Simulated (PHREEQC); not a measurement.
1 kg of water holding 0.015 mol/kgw KCl, 0.47 mol/kgw CaCl2, 0.0041 mol/kgw MgCl2 and 0.0042 mol/kgw NaCl is evaporated at 30 °C; the solids stay in contact with the brine. The system is closed to CO2. The run lets Bischofite, Brucite, Carnallite, Halite, Portlandite, Sylvite, MgCl2_4H2O precipitate or redissolve, and no other solid.

The numbers come from PHREEQC with the Pitzer model, pitzer.dat.

Task: Predict water activity at water left (kg) = 0.375, 0.3082, 0.1711, 0.1156, 0.09502.

Result: 
| water left (kg) | water activity |
|---|---|
| 0.375 | 0.924 |
| 0.3082 | 0.901 |
| 0.1711 | 0.774 |
| 0.1156 | 0.609 |
| 0.09502 | 0.496 |

Species that the database lacks are ignored.
